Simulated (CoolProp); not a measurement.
Properties of R236FA along the isotherm 43.85 °C.

Values from CoolProp's reference Helmholtz-energy equation of state, Pan 2012.

| p (MPa) | phase | Z | cv (kJ/(kg K)) |
|---|---|---|---|
| 0.16 | gas | (withheld) | (withheld) |
| 0.319 | gas | 0.9137 | 0.8179 |
| 0.479 | gas | 0.8636 | 0.8313 |
| 0.638 | liquid | (withheld) | 0.8864 |
| 0.798 | liquid | 0.03556 | 0.8864 |
| 0.957 | liquid | (withheld) | 0.8864 |
| 1.12 | liquid | (withheld) | 0.8864 |
| 1.28 | liquid | (withheld) | 0.8864 |
| 1.44 | liquid | (withheld) | 0.8864 |
| 1.6 | liquid | (withheld) | 0.8864 |

Question: Some entries are withheld; supply them.

Answer: 
- 0.16, Z: 0.9586
- 0.16, cv (kJ/(kg K)): 0.8062
- 0.638, Z: 0.02846
- 0.957, Z: 0.04261
- 1.12, Z: 0.04983
- 1.28, Z: 0.05690
- 1.44, Z: 0.06396
- 1.6, Z: 0.07100
